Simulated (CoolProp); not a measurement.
The fluid at 293.15 K and 9.54 MPa is throttled through a valve to 0.318 MPa with no heat exchange. The same conditions are run with several fluids, on thermodynamics alone (safety and materials aside).

Computed with CoolProp (reference Helmholtz-energy equation of state of each fluid (n-decane: Lemmon 2006; o-xylene: Zhou 2012; R124: de Vries 1995; chloromethane (R40): Thol 2014; neopentane: Lemmon 2006)).

**Question.** Rank n-decane, o-xylene, R124, chloromethane (R40), neopentane by temperature change (K), highest first.

**Answer.** o-xylene (+4.3), n-decane (+4.0), neopentane (+3.4), R124 (-0.9), chloromethane (R40) (-14.1)

```json
[
 {"fluid": "n-decane", "final phase": "liquid", "final density (kg/m³)": "727"},
 {"fluid": "o-xylene", "final phase": "liquid", "final density (kg/m³)": "877"},
 {"fluid": "R124", "final phase": "two-phase, vapour fraction 0.021", "final density (kg/m³)": "556"},
 {"fluid": "chloromethane (R40)", "final phase": "two-phase, vapour fraction 0.067", "final density (kg/m³)": "101"},
 {"fluid": "neopentane", "final phase": "liquid", "final density (kg/m³)": "586"}
]
```
